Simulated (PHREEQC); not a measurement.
Model water analysis in mg/L, 20 °C, pH 7.98, pe 2:

```csv
constituent,mg/L
Na,325
K,83.7
Ca,78
Mg,1.53
Cl,98.5
S(6) as SO4,442
Alkalinity as HCO3,495
B,0.0571
Sr,3.38
Fe(2),6.43
Mn(2),2.43
F,0.743
Si as SiO2,6.56
```

Valence states are taken as typed.

Computed with PHREEQC (ion-association model, wateq4f.dat).

This is a speciation only: nothing precipitates in the calculation.

### Question
Estimate the ionic strength.

### Answer
ionic strength 0.0249 mol/kgw.

### Question
In which forms is Sr present?

### Answer
Sr+2 77 %, SrSO4 18 %, SrHCO3+ 4.3 %, SrCO3 0.6 % of the Sr.

The solution is supersaturated, for example in Siderite, Rhodochrosite, so a real one may precipitate; this is no full list. Complexes and solids missing from the database can't appear. SiF6-2 is the database's only silicon fluoride. Real BF4- forms and hydrolyses slowly; the run takes it at equilibrium. Fluoro complexes past AlF4- and FeF3 are missing from the database.
